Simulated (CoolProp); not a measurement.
Vapour-liquid equilibrium of diethyl ether (1) + benzene (2) at 414 K; x and y are mole fractions of (1).

The numbers come from the multi-fluid Helmholtz-energy mixture model, Thol 2014 and Thol 2012; pair parameters Bell 2016 in CoolProp.

```csv
x,"bubble pressure, mixture model (bar)","bubble pressure, Raoult's law (bar)","y, mixture model","y, Raoult's law"
0.05,5.279,5.327,0.124,0.142
0.125,5.981,6.099,0.274,0.310
0.2,6.688,6.872,0.395,0.440
0.275,7.402,7.644,0.494,0.544
0.35,8.124,8.417,0.577,0.628
0.425,8.856,9.189,0.649,0.699
0.5,9.602,9.962,0.711,0.758
0.575,10.36,10.73,0.767,0.809
0.65,11.14,11.51,0.816,0.854
0.725,11.94,12.28,0.861,0.892
0.8,12.76,13.05,0.902,0.926
0.875,13.61,13.82,0.940,0.956
0.95,14.50,14.60,0.977,0.984
```

The largest gap from Raoult's law is -3.6 % in bubble pressure, at x = 0.425. No azeotrope shows between x = 0.05 and 0.95.

The pair parameters rest on a limited set of measurements; away from them the model extrapolates.
